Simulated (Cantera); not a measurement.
Feed: 1 mol SiH2Cl2, 0.21 mol O3, 12 mol N2, 0.061 mol HCl, at 2700 Pa.

These are equilibrium values from Cantera (NASA tables, ideal gas, pure condensed phases), not measurements of a reactor. Candidate condensed phases: H2O, NH4Cl, Si, SiO2, Si2N2O, Si3N4; 47 gas species. N2 is the only nitrogen source here; it is nearly inert below about 1500 K, so the nitride shown seldom forms there in practice. Mutual solubility and eutectic melting of coexisting phases are not modelled. The tables hold silica as quartz up to 1696 K and as liquid above; real silica turns to tridymite and cristobalite and melts near 1996 K. Kinetics and transport are ignored.

Q: Which condensed phases are stable at each of these points (T (K)): 775, 875, 975, 1075, 1175, 1275, 1375, 1475, 1575, 1675, 1775?

A: 
```
T (K)            condensed phases  Si condensed (%)
-----  --------------------------  ----------------
775    SiO2(α-quartz) + Si2N2O(s)              98.4
875    SiO2(β-quartz) + Si2N2O(s)              97.9
975    SiO2(β-quartz) + Si2N2O(s)              97.5
1075   SiO2(β-quartz) + Si2N2O(s)              97.1
1175   SiO2(β-quartz) + Si2N2O(s)              96.7
1275   SiO2(β-quartz) + Si2N2O(s)              96.2
1375   SiO2(β-quartz) + Si2N2O(s)              95.5
1475   SiO2(β-quartz) + Si2N2O(s)              93.7
1575   SiO2(β-quartz) + Si2N2O(s)              87.0
1675   SiO2(β-quartz) + Si2N2O(s)              54.2
1775                     gas only               0.0
```

At 775 K the condensed part is SiO2(α-quartz) + Si2N2O(s). From 875 K to 1675 K the condensed part is SiO2(β-quartz) + Si2N2O(s). At 1775 K nothing is condensed.
